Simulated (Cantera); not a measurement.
Input: 1 mol Fe3O4, 0.82 mol C, 15 mol H2, held at 0.00800 bar.

Method: chemical equilibrium by Gibbs-energy minimisation in Cantera with the NASA 1993 tables (ideal gas, pure condensed phases). Candidate condensed phases: C, C6H6, C7H8, C8H18, Fe, Fe(CO)5, FeO, Fe(OH)2, Fe(OH)3, Fe2O3, Fe3O4, H2O; 114 gas species. Equilibrium is a limit: real reactors are often held back by kinetics, nucleation or transport. All values below are at 1552 °C.

Base state: H2 0.743, H2O 0.196, CO 0.0482, Fe 0.00523, H 0.00424, CO2 0.00325, OH 7.83e-5, Fe(OH)2 1.89e-5 (mole fractions); condensed: Fe(l).

**Question.** What changes in the equilibrium state with this change: H2 from 15 to 0.53 mol?

**Answer.** 
```
species       before    after
-----------  -------  -------
CO            0.0482    0.541
H2             0.743    0.267
H2O            0.196    0.122
CO2          0.00325   0.0629
Fe           0.00523  0.00523
FeO          1.74e-5  2.99e-5
H            0.00424  0.00254
Fe(OH)2      1.89e-5  2.02e-5
OH           7.83e-5  8.10e-5
Fe(l), mol      2.92   0.0638
FeO(l), mol        0     2.93
```
Each liquid is taken as pure. Mutual solubility and eutectic melting of coexisting phases are not modelled. The tables' stoichiometric FeO is somewhat more stable than real wüstite, so its field is too wide. FeO: taken at fixed stoichiometry.
